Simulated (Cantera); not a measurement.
A perfectly stirred reactor is fed with 1.42 % C₃H₈, 8.96 % O₂, 89.6 % N₂, equivalence ratio 0.79, at 1.78 atm; it is adiabatic with a 575 K inlet, and is followed from long to short residence time, starting on the burning branch (τ in s: 0.29, 0.11, 0.038, 0.014, 0.005, 0.0018, 0.00066, 0.00024, 8.6e-05, 3.1e-05).

Computed with Cantera and GRI-Mech 3.0 (53 species, 325 reactions). GRI-Mech 3.0 was tuned for natural gas; its chemistry of propane as a main component is partial and can be far from experiment.

x: mole fraction; the columns are a selection and need not sum to one.

| τ (s) | T (K) | x C₃H₈ | x O₂ | x CH₂ | x CH₄ | x C₂H₆ | x CH₃ | x HCN |
|---|---|---|---|---|---|---|---|---|
| 0.29 | 1412 | 1.64e-6 | 0.0187 | 1.20e-8 | 3.88e-7 | 1.22e-9 | 7.66e-7 | 4.64e-9 |
| 0.11 | 1409 | 3.03e-6 | 0.0188 | 2.90e-8 | 6.94e-7 | 2.97e-9 | 1.40e-6 | 6.61e-9 |
| 0.038 | 1403 | (withheld) | 0.0191 | (withheld) | (withheld) | (withheld) | (withheld) | (withheld) |
| 0.014 | 1393 | 1.09e-5 | 0.0197 | 1.72e-7 | 4.26e-6 | 2.45e-8 | 4.97e-6 | 2.22e-8 |
| 0.0050 | 1371 | 2.24e-5 | 0.0210 | 3.93e-7 | 1.43e-5 | 9.80e-8 | 1.02e-5 | 4.97e-8 |
| 0.0018 | 575 | 0.0142 | 0.0896 | <1e-12 | <1e-12 | <1e-12 | <1e-12 | <1e-12 |
| 0.00066 | 575 | 0.0142 | 0.0896 | <1e-12 | <1e-12 | <1e-12 | <1e-12 | <1e-12 |
| 0.00024 | 575 | 0.0142 | 0.0896 | <1e-12 | <1e-12 | <1e-12 | <1e-12 | <1e-12 |
| 8.6e-5 | 575 | 0.0142 | 0.0896 | <1e-12 | <1e-12 | <1e-12 | <1e-12 | <1e-12 |
| 3.1e-5 | 575 | 0.0142 | 0.0896 | <1e-12 | <1e-12 | <1e-12 | <1e-12 | <1e-12 |

Question: What belongs in the gaps?

Answer: 
- 0.038, x C₃H₈: 5.86e-6
- 0.038, x CH₂: 7.40e-8
- 0.038, x CH₄: 1.60e-6
- 0.038, x C₂H₆: 8.24e-9
- 0.038, x CH₃: 2.67e-6
- 0.038, x HCN: 1.11e-8
